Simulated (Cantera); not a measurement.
A perfectly stirred reactor is fed with C₃H₈ : O₂ : N₂ = 1 : 3.85 : 10 (molar parts), at 32000 Pa; it is adiabatic with a 525 K inlet, and is followed from long to short residence time, starting on the burning branch (τ in s: 0.044, 0.024, 0.013, 0.0069, 0.0037, 0.002, 0.0011, 0.00058, 0.00031, 0.00017, 9.2e-05, 4.9e-05, 2.7e-05).

Computed with Cantera and GRI-Mech 3.0 (53 species, 325 reactions). GRI-Mech 3.0 was tuned for natural gas; its chemistry of propane as a main component is partial and can be far from experiment.

What does this change do: 0.76 parts H2 added?


```tsv
quantity	before	after
blow-out, bracketed by the residence times tried	burning at 92.0 µs, out at 49.0 µs	burning at 92.0 µs, out at 49.0 µs
x(C₃H₈) at τ = 44.0 ms	3.35e-7	3.35e-7
x(O₂) at τ = 44.0 ms	0.00298	0.00121
x(CH₂) at τ = 44.0 ms	5.75e-7	7.83e-7
x(CH₄) at τ = 44.0 ms	1.08e-6	2.20e-6
x(C₂H) at τ = 44.0 ms	4.29e-8	5.39e-8
x(C₃H₈) at τ = 1.10 ms	1.08e-5	1.06e-5
x(O₂) at τ = 1.10 ms	0.00701	0.00393
x(CH₂) at τ = 1.10 ms	1.21e-5	1.61e-5
x(CH₄) at τ = 1.10 ms	1.85e-5	3.46e-5
x(C₂H) at τ = 1.10 ms	7.97e-7	1.05e-6
```
